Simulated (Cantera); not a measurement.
Charge: 1 mol K2CO3, 1.9 mol C, 0.69 mol H2, at 44000 Pa.

Cantera equilibrium calculation (NASA polynomials, part measured and part estimated; ideal gas, pure solids and liquids). Candidate condensed phases: C, C6H6, C7H8, C8H18, H2O, K, KOH, KO2, K2CO3, K2O, K2O2; 116 gas species. The numbers say what is thermodynamically allowed, not how fast it happens.

Task: Which condensed phases are stable at each of these points (T (°C)): 802, 877, 952, 1027, 1102, 1177, 1252?

Result: 
| T (°C) | condensed phases | K condensed (%) |
|---|---|---|
| 802 | C(graphite) + K2CO3(s) | 99.5 |
| 877 | C(graphite) + K2CO3(s) | 97.6 |
| 952 | C(graphite) + K2CO3(l) | 87.4 |
| 1027 | K2CO3(l) | 2.8 |
| 1102 | gas only | 0.0 |
| 1177 | gas only | 0.0 |
| 1252 | gas only | 0.0 |

From 802 °C to 877 °C the condensed part is C(graphite) + K2CO3(s). At 952 °C the condensed part is C(graphite) + K2CO3(l). At 1027 °C the condensed part is K2CO3(l). From 1102 °C to 1252 °C nothing is condensed.
